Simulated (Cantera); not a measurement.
An adiabatic, constant-volume homogeneous reactor starts with C3H8 : O2 : N2 = 1 : 4.17 : 15.7 (molar parts), equivalence ratio 1.2, at 1575 K and 4.50 bar. Integrator tolerance rtol = 1e-08.

Computed with Cantera and GRI-Mech 3.0 (53 species, 325 reactions). GRI-Mech 3.0 was tuned for natural gas; its chemistry of propane as a main component is partial and can be far from experiment. Above 3000 K some thermodynamic fits are extrapolated.

**Question.** What does this change do: initial temperature 1575 to 1750 K?

**Answer.** 
```json
[
 {"quantity": "time of steepest temperature rise", "before": "14.7 µs", "after": "4.60 µs"},
 {"quantity": "temperature at 4.00 s", "before": "3142 K", "after": "3196 K"},
 {"quantity": "equilibrium temperature", "before": "3142 K", "after": "3196 K"},
 {"quantity": "x(C3H8) at 4.00 s", "before": "<1e-12 (gas-phase equilibrium <1e-12)", "after": "<1e-12 (gas-phase equilibrium <1e-12)"},
 {"quantity": "x(O2) at 4.00 s", "before": "0.00948 (gas-phase equilibrium 0.00948)", "after": "0.0110 (gas-phase equilibrium 0.0110)"},
 {"quantity": "x(HCO) at 4.00 s", "before": "7.01e-7 (gas-phase equilibrium 7.01e-7)", "after": "8.02e-7 (gas-phase equilibrium 8.02e-7)"},
 {"quantity": "x(CH2CO) at 4.00 s", "before": "<1e-12 (gas-phase equilibrium <1e-12)", "after": "<1e-12 (gas-phase equilibrium <1e-12)"},
 {"quantity": "x(H2O) at 4.00 s", "before": "0.124 (gas-phase equilibrium 0.124)", "after": "0.118 (gas-phase equilibrium 0.118)"},
 {"quantity": "x(CO2) at 4.00 s", "before": "0.0460 (gas-phase equilibrium 0.0460)", "after": "0.0417 (gas-phase equilibrium 0.0417)"},
 {"quantity": "x(H2) at 4.00 s", "before": "0.0286 (gas-phase equilibrium 0.0286)", "after": "0.0308 (gas-phase equilibrium 0.0308)"}
]
```

**Question.** What does this change do: C3H8 1 to 0.56 parts?

**Answer.** 
```tsv
quantity	before	after
time of steepest temperature rise	14.7 µs	14.3 µs
temperature at 4.00 s	3142 K	2898 K
equilibrium temperature	3142 K	2898 K
x(C3H8) at 4.00 s	<1e-12 (gas-phase equilibrium <1e-12)	<1e-12 (gas-phase equilibrium <1e-12)
x(O2) at 4.00 s	0.00948 (gas-phase equilibrium 0.00948)	0.0579 (gas-phase equilibrium 0.0579)
x(HCO) at 4.00 s	7.01e-7 (gas-phase equilibrium 7.01e-7)	3.48e-8 (gas-phase equilibrium 3.48e-8)
x(CH2CO) at 4.00 s	<1e-12 (gas-phase equilibrium <1e-12)	<1e-12 (gas-phase equilibrium <1e-12)
x(H2O) at 4.00 s	0.124 (gas-phase equilibrium 0.124)	0.0907 (gas-phase equilibrium 0.0907)
x(CO2) at 4.00 s	0.0460 (gas-phase equilibrium 0.0460)	0.0594 (gas-phase equilibrium 0.0594)
x(H2) at 4.00 s	0.0286 (gas-phase equilibrium 0.0286)	0.00404 (gas-phase equilibrium 0.00404)
```
